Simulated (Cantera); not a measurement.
## Stirred combustor or abatement burner

A perfectly stirred reactor is fed with CO : H2 : O2 : N2 = 1 : 1.1 : 1.72 : 6.47 (molar parts), at 2.40 bar; it is adiabatic with a 800 K inlet, and is followed from long to short residence time, starting on the burning branch (τ in s: 0.25, 0.084, 0.028, 0.0095, 0.0032, 0.0011, 0.00036, 0.00012, 4.1e-05, 1.4e-05, 4.7e-06).

Detailed kinetics in Cantera: GRI-Mech 3.0 (53 species, 325 reactions). The hydrogen kinetics of GRI-Mech 3.0 are dated; newer H2 mechanisms differ, most at raised pressure.

```csv
τ (s),T (K),x CO,x H2,x O2,x NO2,x NO,x O
0.25,2283,0.00277,0.000549,0.0691,6.71e-6,0.00661,0.000781
0.084,2285,0.00291,0.000572,0.0700,4.94e-6,0.00483,0.000822
0.028,2286,0.00324,0.000630,0.0712,2.78e-6,0.00268,0.000911
0.0095,2279,0.00406,0.000776,0.0721,1.34e-6,0.00125,0.00112
0.0032,2255,0.00606,0.00115,0.0730,6.34e-7,0.000580,0.00165
0.0011,2206,0.0100,0.00194,0.0744,2.82e-7,0.000273,0.00284
0.00036,2117,0.0166,0.00337,0.0768,1.05e-7,0.000117,0.00513
0.00012,1988,0.0255,0.00539,0.0804,4.70e-8,6.00e-5,0.00850
4.1e-5,1814,0.0380,0.00793,0.0866,2.78e-8,3.74e-5,0.0120
1.4e-5,1570,0.0615,0.0133,0.101,1.15e-8,1.44e-5,0.0119
4.7e-6,800,0.0972,0.107,0.167,<1e-12,<1e-12,<1e-12
```
x: mole fraction; the columns are a selection and need not sum to one.
